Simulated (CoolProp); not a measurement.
Saturated liquid density (kg/m³) of p-xylene: the reference equation beside estimates from Tc = 343.0 °C, pc = 3.532 MPa, ω = 0.324. Rackett uses Z = 0.29056 − 0.08775 ω.

The numbers come from the reference Helmholtz-energy equation of state, Zhou 2012 in CoolProp.

```csv
T (°C),reference,Rackett,Redlich-Kwong,Peng-Robinson
50.05,834.8,824.3,701.3,814.3
72.05,815.3,___,684.3,798.7
94.05,795.3,784.8,___,781.7
116.05,774.7,763.9,646.8,763.0
138.15,___,742.0,625.9,742.3
160.15,730.8,719.2,603.5,719.5
182.15,707.2,695.2,579.3,694.1
204.15,681.9,669.5,553.1,665.6
226.15,654.6,642.0,524.4,___
248.15,624.5,___,492.6,596.2
270.15,590.3,577.9,456.7,552.7
292.15,549.8,538.3,415.1,500.3
314.15,497.0,488.0,___,433.2
```

Q: Fill in the missing entries.

A: 
- 72.05, Rackett: 804.9
- 94.05, Redlich-Kwong: 666.2
- 138.15, reference: 753.2
- 226.15, Peng-Robinson: 633.3
- 248.15, Rackett: 611.8
- 314.15, Redlich-Kwong: 363.9

Absolute difference from the reference over all 13 rows, mean and median: Rackett 1.7 and 1.7 %, Redlich-Kwong 19.3 and 18.1 %, Peng-Robinson 3.9 and 2.4 %.
